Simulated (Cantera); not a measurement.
## Silicon nitride deposition: SiHCl₃ + N₂

Input: 1 mol SiHCl₃, 87 mol N₂, at 45.0 Pa.

Method: chemical equilibrium by Gibbs-energy minimisation in Cantera with the NASA 1993 tables (ideal gas, pure condensed phases). Candidate condensed phases: NH₄Cl, Si, Si₃N₄; 28 gas species. N₂ is the only nitrogen source here; it is nearly inert below about 1500 K, so the nitride shown seldom forms there in practice. The tables' values for SiCl₃ are old estimates; treat these amounts as uncertain. Equilibrium is a limit: real reactors are often held back by kinetics, nucleation or transport.

| T (K) | x N₂ | x HCl | x SiCl₂ | x SiCl₄ | x SiCl₃ | n Si₃N₄(s) |
|---|---|---|---|---|---|---|
| 898 | 0.983 | 0.0108 | 1.98e-7 | 0.00581 | 4.88e-6 | 0.162 |
| 948 | 0.983 | 0.0108 | 1.46e-6 | 0.00579 | 1.58e-5 | 0.163 |
| 998 | 0.983 | 0.0109 | 8.75e-6 | 0.00575 | 4.53e-5 | 0.163 |
| 1048 | 0.983 | 0.0109 | 4.39e-5 | 0.00567 | 0.000117 | 0.162 |
| 1098 | 0.983 | 0.0109 | 0.000188 | 0.00548 | 0.000270 | 0.159 |
| 1148 | 0.983 | 0.0109 | 0.000684 | 0.00501 | 0.000557 | 0.150 |
| 1198 | 0.982 | 0.0109 | 0.00208 | 0.00399 | 0.000969 | 0.126 |
| 1248 | 0.980 | 0.0108 | 0.00492 | 0.00236 | 0.00127 | 0.0811 |
| 1298 | 0.979 | 0.0105 | 0.00830 | 0.000847 | 0.00108 | 0.0305 |
| 1348 | 0.978 | 0.0101 | 0.0103 | 0.000225 | 0.000680 | 0 |
| 1398 | 0.978 | 0.0103 | 0.0106 | 0.000125 | 0.000555 | 0 |
| 1448 | 0.978 | 0.0105 | 0.0107 | 6.48e-5 | 0.000435 | 0 |
| 1498 | 0.978 | 0.0105 | 0.0109 | 3.03e-5 | 0.000321 | 0 |
x: gas mole fraction; n: condensed amount in mol.

From 898 K to 1298 K the condensed part is Si₃N₄(s). From 1348 K to 1498 K nothing is condensed. The main Si-bearing gas is SiCl₄ at 898 K and SiCl₂ at 1498 K.
